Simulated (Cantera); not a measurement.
A closed system holds: 1 mol SiH4, 5 mol N2, at 0.830 bar.

Cantera equilibrium calculation (NASA polynomials, part measured and part estimated; ideal gas, pure solids and liquids). Candidate condensed phases: Si, Si3N4; 18 gas species. Kinetics and transport are ignored. All values below are at 1650 K.

Base state: N2 0.684, H2 0.316, H 5.60e-5 (mole fractions); condensed: Si3N4(s).

Question: What changes in the equilibrium state with this change: pressure from 0.830 bar to 55.0 Pa?

Answer: 
| species | before | after |
|---|---|---|
| N2 | 0.684 | 0.713 |
| H2 | 0.316 | 0.284 |
| H | 5.60e-5 | 0.00207 |
| Si | 3.67e-9 | 0.000487 |
| Si2N | <1e-9 | 1.22e-5 |
| SiH | 3.44e-9 | 1.11e-5 |
| Si3N4(s), mol | 0.333 | 0 |
| Si(s), mol | 0 | 0.996 |
